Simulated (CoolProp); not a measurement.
Ethanol along the isotherm 346.85 °C: Z from the reference equation and from simpler models built on Tc = 241.6 °C, pc = 6.268 MPa, ω = 0.644; each cubic takes its own stable root.

Values from CoolProp's reference Helmholtz-energy equation of state, Schroeder 2014.

| p (MPa) | phase | reference |
|---|---|---|
| 0.783 | gas | 0.9847 |
| 1.57 | gas | 0.9691 |
| 2.35 | gas | 0.9533 |
| 3.13 | gas | 0.9371 |
| 3.92 | gas | 0.9203 |
| 4.7 | gas | 0.9031 |
| 5.48 | gas | 0.8854 |
| 6.27 | supercritical | 0.8668 |
| 7.05 | supercritical | 0.8476 |
| 7.83 | supercritical | 0.8277 |
| 8.62 | supercritical | 0.8068 |
| 9.4 | supercritical | 0.7853 |

**Question.** How far does each simpler model (Redlich-Kwong, Peng-Robinson) lie from the reference over these 12 states: mean and median of the absolute difference, and the worst?

**Answer.** 
- Redlich-Kwong: mean 7.3 %, median 7.2 %, worst -13.9 % at 346.85 °C and 9.4 MPa
- Peng-Robinson: mean 3.1 %, median 3.5 %, worst -4.3 % at 346.85 °C and 7.05 MPa
